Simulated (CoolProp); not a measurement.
Vapour-liquid equilibrium of CHF3 (R23) (1) + R227EA (2) at 243.4 K; x and y are mole fractions of (1).

Computed with CoolProp (multi-fluid Helmholtz-energy mixture model, Penoncello 2003 and Lemmon 2016; pair parameters Bell 2016).

```
x     bubble pressure (kPa)  y at the bubble point  dew pressure at overall composition x (kPa)  liquid density (mol/L)
----  ---------------------  ---------------------  -------------------------------------------  ----------------------
0.05                  101.1                  0.474                                        57.43                   9.597
0.15                  201.1                  0.753                                        63.97                   10.12
0.25                  304.4                  0.849                                        72.18                   10.69
0.35                  405.5                  0.896                                        82.77                   11.31
0.45                    [?]                  0.924                                          [?]                   11.99
0.55                  592.9                    [?]                                        117.0                   12.74
0.65                  680.7                  0.958                                        147.4                   13.57
0.75                  768.6                  0.970                                        199.0                   14.50
0.85                  860.5                  0.982                                        305.9                   15.55
0.95                  961.1                  0.994                                        629.8                   16.75
```

What belongs in the gaps?


- 0.45, bubble pressure (kPa): 501.8
- 0.45, dew pressure at overall composition x (kPa): 96.97
- 0.55, y at the bubble point: 0.944

No azeotrope shows between x = 0.05 and 0.95.

Pair parameters are fitted to limited data, so mixtures are less certain than the pure fluids. The gap from Raoult's law changes sign with composition, which may be real or a fault of the pair parameters; it wasn't checked against measurements.
